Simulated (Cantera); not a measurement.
Feed: 1 mol C3H8, 0.13 mol NH3, 0.76 mol N2, 0.47 mol H2, held at 73.0 bar.

Method: chemical equilibrium by Gibbs-energy minimisation in Cantera with the NASA 1993 tables (ideal gas, pure condensed phases). Candidate condensed phases: C, C6H6, C7H8, C8H18; 110 gas species. Ions and electrons are included (thermal ionisation). The ideal-gas law is rough above about 30 bar. Rates play no part.

### Question
Which condensed phases are stable at each of these points (T (°C)): 1727, 1977, 2227, 2477, 2727, 2977, 3227, 3477, 3727, 3977, 4227, 4477, 4727?

### Answer
```json
[
 {"T (°C)": "1727", "condensed phases": "C(graphite)", "C condensed (%)": "94.9"},
 {"T (°C)": "1977", "condensed phases": "C(graphite)", "C condensed (%)": "94.3"},
 {"T (°C)": "2227", "condensed phases": "C(graphite)", "C condensed (%)": "90.3"},
 {"T (°C)": "2477", "condensed phases": "C(graphite)", "C condensed (%)": "82.0"},
 {"T (°C)": "2727", "condensed phases": "C(graphite)", "C condensed (%)": "67.9"},
 {"T (°C)": "2977", "condensed phases": "C(graphite)", "C condensed (%)": "46.5"},
 {"T (°C)": "3227", "condensed phases": "C(graphite)", "C condensed (%)": "16.4"},
 {"T (°C)": "3477", "condensed phases": "gas only", "C condensed (%)": "0.0"},
 {"T (°C)": "3727", "condensed phases": "gas only", "C condensed (%)": "0.0"},
 {"T (°C)": "3977", "condensed phases": "gas only", "C condensed (%)": "0.0"},
 {"T (°C)": "4227", "condensed phases": "gas only", "C condensed (%)": "0.0"},
 {"T (°C)": "4477", "condensed phases": "gas only", "C condensed (%)": "0.0"},
 {"T (°C)": "4727", "condensed phases": "gas only", "C condensed (%)": "0.0"}
]
```

From 1727 °C to 3227 °C the condensed part is C(graphite). From 3477 °C to 4727 °C nothing is condensed.
